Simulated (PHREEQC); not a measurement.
Spent oxide etchant: an equilibrium model

Make-up at 25 °C: 0.02 mol/kgw HF, 0.055 mol/kgw H2SiF6, 0.05 mol/kgw H3BO3 and 0.02 mol/kgw HNO3. Closed to the air; pH follows from the charge balance.

Model: ion-association model, wateq4f.dat, run in PHREEQC.

```
Item                     Result
----------------  -------------
pH                         0.99
ionic strength    0.168 mol/kgw
total alkalinity    -370 meq/kg
```

| species | molality | activity | log γ |
|---|---|---|---|
| H+ | 0.127 | 0.102 | -0.094 |
| SiF6-2 | 0.0410 | 0.0130 | -0.500 |
| H3BO3 | 0.0250 | 0.0260 | 0.017 |
| BF4- | 0.0233 | 0.0163 | -0.156 |
| NO3- | 0.0200 | 0.0142 | -0.149 |
| H4SiO4 | 0.0140 | 0.0146 | 0.017 |
| HF | 0.00615 | 0.00639 | 0.017 |

Precipitation was switched off in this run. Examples of supersaturated solids here: SiO2(a), Quartz (slow to form). Others may be too. Complexes and solids missing from the database can't appear. SiF6-2 is the database's only silicon fluoride. Real BF4- forms and hydrolyses slowly; the run takes it at equilibrium.
